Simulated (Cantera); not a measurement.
A freely propagating, adiabatic, planar premixed flame of 4.76 % CH4, 0.324 % C2H6, 0.357 % C3H8, 16.6 % O2, 76.1 % N2, 1.86 % CO2, equivalence ratio 0.75, unburnt at 573 K and 1000000 Pa; mixture-averaged transport, grid criteria slope 0.08 and curve 0.16, no radiation.

Model: GRI-Mech 3.0 (53 species, 325 reactions), integrated in Cantera. Burning velocities carry a grid error of a few per cent, more on coarse grids.

x: mole fraction of selected species; z is measured from the peak of heat release.

```tsv
z (mm)	T (K)	u (m/s)	x CH4	x C2H6	x C3H8	x C2H4	x C2H2	x CO2
-0.397	575	0.187	0.0475	0.00323	0.00357	8.22e-7	2.93e-8	0.0186
-0.264	585	0.190	0.0469	0.00322	0.00356	…	…	0.0186
-0.198	617	0.201	0.0454	0.00318	0.00354	4.63e-5	1.55e-6	0.0189
-0.132	…	0.239	…	0.00297	0.00338	…	…	…
-0.0661	1092	0.359	0.0253	0.00189	0.00213	0.00105	3.53e-5	0.0302
-0.0331	1400	0.462	0.0126	0.000777	0.000620	0.00140	6.68e-5	0.0415
0	1702	0.562	0.00185	3.12e-5	5.14e-6	0.000276	6.19e-5	0.0580
0.0331	1829	0.601	3.37e-5	1.10e-8	<1e-8	1.90e-6	2.14e-6	0.0715
0.0661	1875	0.614	4.93e-7	<1e-8	<1e-8	<1e-8	3.43e-8	0.0774
0.132	1906	0.623	<1e-8	<1e-8	<1e-8	<1e-8	<1e-8	0.0809
0.264	1919	0.626	<1e-8	<1e-8	<1e-8	<1e-8	<1e-8	0.0821
0.529	1922	0.627	<1e-8	<1e-8	<1e-8	<1e-8	<1e-8	0.0824
1.06	1922	0.627	<1e-8	<1e-8	<1e-8	<1e-8	<1e-8	0.0824
```

Question: Complete the blanks.

Answer: 
- -0.264, x C2H4: 9.62e-6
- -0.264, x C2H2: 3.31e-7
- -0.132, T (K): 732
- -0.132, x CH4: 0.0404
- -0.132, x C2H4: 0.000235
- -0.132, x C2H2: 7.71e-6
- -0.132, x CO2: 0.0208
